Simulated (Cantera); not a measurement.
## Hydrocarbon pyrolysis for carbon deposition

A perfectly stirred reactor is fed with 1.41 % C2H6, 98.6 % N2, at 0.133 bar; it is held at 1125 K, and followed from long to short residence time.

Computed with Cantera and GRI-Mech 3.0 (53 species, 325 reactions). GRI-Mech 3.0 stops at C3 and has no aromatics, soot or wall deposition, so with more carbon than oxygen in the feed, carbon stays in small species such as C2H2 where larger ones or solid carbon would form.

```tsv
τ (s)	x C2H6	x CH3	x C2H	x H2	x C2H4	x CH4
18	0.000296	1.04e-6	2.61e-11	0.0212	0.00356	0.00150
5.7	0.000708	1.65e-6	2.90e-11	0.0187	0.00528	0.00148
1.8	0.00177	2.78e-6	2.50e-11	0.0150	0.00721	0.00133
0.55	0.00450	4.81e-6	1.34e-11	0.0101	0.00743	0.000914
0.17	0.00904	7.06e-6	4.22e-12	0.00485	0.00448	0.000387
0.053	0.0123	7.86e-6	1.05e-12	0.00166	0.00165	0.000113
0.016	0.0136	6.53e-6	<1e-12	0.000433	0.000440	2.57e-5
0.0051	0.0140	3.62e-6	<1e-12	8.01e-5	8.13e-5	4.38e-6
0.0016	0.0141	1.55e-6	<1e-12	6.40e-6	6.50e-6	5.82e-7
```
x: mole fraction; the columns are a selection and need not sum to one.
